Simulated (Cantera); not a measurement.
An adiabatic, constant-volume homogeneous reactor starts with CH4 : O2 : N2 = 1 : 4.65 : 17.5 (molar parts), at 1775 K and 3.40 bar.

Computed with Cantera and GRI-Mech 3.0 (53 species, 325 reactions).

x: mole fraction; the columns are a selection and need not sum to one.

| t (s) | T (K) | P (bar) | x CH4 | x O2 | x CH2 | x NO | x H | x OH | x CO |
|---|---|---|---|---|---|---|---|---|---|
| 2.00e-6 | 1775 | 3.40 | 0.0432 | 0.201 | 1.74e-10 | 1.22e-12 | 3.53e-7 | 9.51e-7 | 2.00e-8 |
| 8.29e-6 | 1775 | 3.40 | 0.0430 | 0.201 | 3.77e-9 | 1.15e-11 | 7.50e-7 | 3.27e-6 | 1.81e-6 |
| 3.44e-5 | 1834 | 3.52 | (withheld) | 0.193 | (withheld) | (withheld) | (withheld) | (withheld) | (withheld) |
| 0.000143 | 2720 | 5.26 | <1e-12 | 0.110 | <1e-12 | 0.00208 | 0.00108 | 0.0134 | 0.00532 |
| 0.000591 | 2707 | 5.24 | <1e-12 | 0.106 | <1e-12 | 0.00928 | 0.00101 | 0.0129 | 0.00513 |
| 0.00245 | 2688 | 5.20 | <1e-12 | 0.102 | <1e-12 | 0.0193 | 0.000927 | 0.0122 | 0.00488 |
| 0.0102 | 2685 | 5.19 | <1e-12 | 0.101 | <1e-12 | 0.0210 | 0.000914 | 0.0121 | 0.00484 |
| 0.0421 | 2685 | 5.19 | <1e-12 | 0.101 | <1e-12 | 0.0210 | 0.000914 | 0.0121 | 0.00484 |
| 0.175 | 2685 | 5.19 | <1e-12 | 0.101 | <1e-12 | 0.0210 | 0.000914 | 0.0121 | 0.00484 |
| 0.724 | 2685 | 5.19 | <1e-12 | 0.101 | <1e-12 | 0.0210 | 0.000914 | 0.0121 | 0.00484 |
| 3.00 | 2685 | 5.19 | <1e-12 | 0.101 | <1e-12 | 0.0210 | 0.000914 | 0.0121 | 0.00484 |

Question: Complete the blanks.

Answer: 
- 3.44e-5, x CH4: 0.0332
- 3.44e-5, x CH2: 2.80e-6
- 3.44e-5, x NO: 1.83e-9
- 3.44e-5, x H: 8.34e-5
- 3.44e-5, x OH: 0.000201
- 3.44e-5, x CO: 0.00306
